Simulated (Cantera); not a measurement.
A freely propagating, adiabatic, planar premixed flame of CH4 : O2 : N2 = 1 : 1.54 : 5.85 (molar parts), unburnt at 600 K and 2.50 bar; mixture-averaged transport, grid criteria slope 0.08 and curve 0.16, no radiation.

Detailed kinetics in Cantera: GRI-Mech 3.0 (53 species, 325 reactions). Burning velocities carry a grid error of a few per cent, more on coarse grids.

Q: What does this change do: N2 5.85 to 7.4 parts?

A: 
```json
[
 {"quantity": "laminar burning velocity", "before": "68.2 cm/s", "after": "33.5 cm/s"},
 {"quantity": "thermal thickness", "before": "0.206 mm", "after": "0.363 mm"},
 {"quantity": "peak x(CH3)", "before": "0.00347", "after": "0.00182"},
 {"quantity": "peak x(H2O2)", "before": "1.95e-5", "after": "1.64e-5"},
 {"quantity": "peak x(C2H2)", "before": "0.00116", "after": "0.00108"},
 {"quantity": "peak x(C2H)", "before": "2.01e-6", "after": "6.99e-7"}
]
```

Q: What does this change do: O2 1.54 to 2 parts?

A: 
| quantity | before | after |
|---|---|---|
| laminar burning velocity | 68.2 cm/s | 145 cm/s |
| thermal thickness | 0.206 mm | 0.121 mm |
| peak x(CH3) | 0.00347 | 0.00406 |
| peak x(H2O2) | 1.95e-5 | 2.99e-5 |
| peak x(C2H2) | 0.00116 | 0.000268 |
| peak x(C2H) | 2.01e-6 | 1.14e-6 |
